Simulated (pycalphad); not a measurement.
**Phase fractions of Si-0.6919Al (wt.%)**

All values are pycalphad results on the COST 507 light-alloy database (1999) (1 atm), not direct measurements. The data set is of 1999 and partly superseded. Phase fractions are per mole of atoms.

| T (K) | liquid | diamond (Si) | fcc |
|---|---|---|---|
| 1690 | 1.000 | - | - |
| 1610 | 0.047 | 0.953 | - |
| 1530 | 0.026 | 0.974 | - |
| 1450 | 0.019 | 0.981 | - |
| 1370 | 0.015 | 0.985 | - |
| 1290 | 0.013 | 0.987 | - |
| 1210 | 0.012 | 0.988 | - |
| 1130 | 0.011 | 0.989 | - |
| 1050 | 0.010 | 0.990 | - |
| 970 | 0.009 | 0.991 | - |
| 890 | 0.008 | 0.992 | - |
| 810 | - | 0.993 | 0.007 |
| 730 | - | 0.993 | 0.007 |
| 650 | - | 0.993 | 0.007 |
| 570 | - | 0.993 | 0.007 |
